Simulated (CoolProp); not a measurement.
Vinyl chloride along the isobar 29.5 bar: Z from the reference equation and from simpler models built on Tc = 425.0 K, pc = 56.00 bar, ω = 0.160; each cubic takes its own stable root.

Values from CoolProp's reference Helmholtz-energy equation of state, Thol 2022.

| T (K) | phase | reference |
|---|---|---|
| 366 | liquid | 0.08000 |
| 375.1 | liquid | 0.08093 |
| 384.3 | liquid | 0.08260 |
| 393.4 | gas | 0.7049 |
| 402.6 | gas | 0.7379 |
| 411.7 | gas | 0.7643 |
| 420.9 | gas | 0.7866 |
| 430 | gas | 0.8055 |

Question: How far does each simpler model (van der Waals, Redlich-Kwong, Soave-Redlich-Kwong, Peng-Robinson) lie from the reference over these 8 states: mean and median of the absolute difference, and the worst?

Answer: 
- van der Waals: mean 296.8 %, median 7.0 %, worst +799.3 % at 384.3 K and 29.5 bar
- Redlich-Kwong: mean 96.0 %, median 1.3 %, worst +730.9 % at 384.3 K and 29.5 bar
- Soave-Redlich-Kwong: mean 5.4 %, median 0.5 %, worst +15.8 % at 384.3 K and 29.5 bar
- Peng-Robinson: mean 2.1 %, median 2.5 %, worst -2.7 % at 420.9 K and 29.5 bar

At some of these states van der Waals, Redlich-Kwong gives the other phase, because its saturation line lies elsewhere.
